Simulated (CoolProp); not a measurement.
500 sccm (0 °C, 1 atm) of nitrogen bubbles through liquid benzene at 304.8 K and leaves saturated at a total pressure of 0.111 MPa (ideal gas phase). Each further row changes one setting.

Model: reference Helmholtz-energy equation of state, Thol 2012, in CoolProp.

```tsv
case	vapour pressure (kPa)	mole fraction of vapour	delivery (mg/min)	delivery (sccm)	change of delivery for a bath 1 K warmer (%)
as stated	17.1	?	?	?	5.3
bath temperature 309.8 K	21.2	0.191	?	?	5.3
total pressure 0.222 MPa	17.1	?	?	41.8	?
```

Complete the blanks.


- as stated, mole fraction of vapour: 0.154
- as stated, delivery (mg/min): 318
- as stated, delivery (sccm): 91.2
- bath temperature 309.8 K, delivery (mg/min): 412
- bath temperature 309.8 K, delivery (sccm): 118
- total pressure 0.222 MPa, mole fraction of vapour: 0.0771
- total pressure 0.222 MPa, delivery (mg/min): 146
- total pressure 0.222 MPa, change of delivery for a bath 1 K warmer (%): 4.8
